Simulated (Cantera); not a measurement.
**Stirred combustor or abatement burner**

A perfectly stirred reactor is fed with CO : H2 : CH4 : O2 : N2 = 1 : 0.33 : 0.84 : 2.47 : 9.28 (molar parts), at 7500 Torr; it is adiabatic with a 600 K inlet, and is followed from long to short residence time, starting on the burning branch (τ in s: 0.24, 0.11, 0.046, 0.02, 0.009, 0.004, 0.0017, 0.00077, 0.00034, 0.00015, 6.6e-05, 2.9e-05).

Model: GRI-Mech 3.0 (53 species, 325 reactions), integrated in Cantera.

| τ (s) | T (K) | x CO | x H2 | x CH4 | x HCN | x CH2 |
|---|---|---|---|---|---|---|
| 0.24 | 2459 | 0.0108 | 0.00205 | 8.51e-8 | 2.20e-8 | 3.56e-9 |
| 0.11 | 2459 | 0.0108 | 0.00205 | 1.85e-7 | 4.63e-8 | 7.75e-9 |
| 0.046 | 2459 | 0.0109 | 0.00206 | 4.38e-7 | 1.02e-7 | 1.85e-8 |
| 0.020 | 2459 | 0.0110 | 0.00208 | 9.89e-7 | 2.02e-7 | 4.21e-8 |
| 0.0090 | 2458 | 0.0113 | 0.00212 | 2.13e-6 | 3.47e-7 | 9.18e-8 |
| 0.0040 | 2454 | 0.0118 | 0.00222 | 4.57e-6 | 5.23e-7 | 2.00e-7 |
| 0.0017 | 2444 | 0.0131 | 0.00245 | 9.93e-6 | 7.05e-7 | 4.39e-7 |
| 0.00077 | 2425 | 0.0152 | 0.00285 | 1.96e-5 | 8.57e-7 | 8.66e-7 |
| 0.00034 | 2392 | 0.0188 | 0.00351 | 3.78e-5 | 1.01e-6 | 1.64e-6 |
| 0.00015 | 2344 | 0.0237 | 0.00447 | 7.12e-5 | 1.16e-6 | 2.90e-6 |
| 6.6e-5 | 2278 | 0.0302 | 0.00571 | 0.000136 | 1.35e-6 | 4.84e-6 |
| 2.9e-5 | 2193 | 0.0385 | 0.00716 | 0.000273 | 1.60e-6 | 7.84e-6 |
x: mole fraction; the columns are a selection and need not sum to one.
